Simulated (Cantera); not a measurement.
Charge: 1 mol B2H6, 2.4 mol NH3, 23 mol N2, 0.082 mol H2O, at 2373 K and 0.290 bar.

Cantera equilibrium calculation (NASA polynomials, part measured and part estimated; ideal gas, pure solids and liquids). Candidate condensed phases: B, BN, B2O3, B3O3H3, H2O; 39 gas species. The feed counts by its element totals alone. The tables' values for BH2 are old estimates; treat these amounts as uncertain. Kinetics and transport are ignored.

Base state: N2 0.771, H2 0.215, H 0.0120, HBO 0.00167, BO 0.000992, BH2 0.000145, B2O2 2.22e-5, B 2.03e-5 (mole fractions); condensed: BN(s).

### Question
What changes in the equilibrium state with this change: pressure from 0.290 bar to 0.00133 bar?

### Answer
```json
[
 {"species": "N2", "before": "0.771", "after": "0.714"},
 {"species": "H", "before": "0.0120", "after": "0.137"},
 {"species": "H2", "before": "0.215", "after": "0.128"},
 {"species": "B", "before": "2.03e-5", "after": "0.0180"},
 {"species": "BN", "before": "4.60e-6", "after": "0.000267"},
 {"species": "BH", "before": "3.64e-6", "after": "0.000169"},
 {"species": "B2O2", "before": "2.22e-5", "after": "4.83e-7"},
 {"species": "B2O", "before": "7.63e-6", "after": "6.78e-5"},
 {"species": "BN(s), mol", "before": "1.91", "after": "0"},
 {"species": "B(l), mol", "before": "0", "after": "1.28"}
]
```
